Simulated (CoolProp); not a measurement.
R124 along the isobar 43 bar: density (kg/m³) from the reference equation and from simpler models built on Tc = 395.4 K, pc = 36.24 bar, ω = 0.288; each cubic takes its own stable root.

Model: reference Helmholtz-energy equation of state, de Vries 1995, in CoolProp.

```
T (K)          phase  reference  Redlich-Kwong  Soave-Redlich-Kwong  Peng-Robinson
-----  -------------  ---------  -------------  -------------------  -------------
296.4         liquid       1381           1214                 1266           1431
312.2         liquid       1328           1160                 1212           1370
328           liquid       1272           1100                 1150           1301
343.7         liquid       1209           1034                 1080           1221
359.5         liquid       1137          956.9                997.5           1125
375.3         liquid       1047          864.3                894.6           1005
391.1         liquid      916.8          740.2                750.4          834.0
406.9  supercritical      480.0          496.2                434.1          462.3
422.7  supercritical      295.2          306.8                285.3          300.8
438.4  supercritical      246.0          255.3                239.7          251.1
454.2  supercritical      217.5          225.8                212.7          221.8
470    supercritical      197.9          205.3                193.7          201.3
```
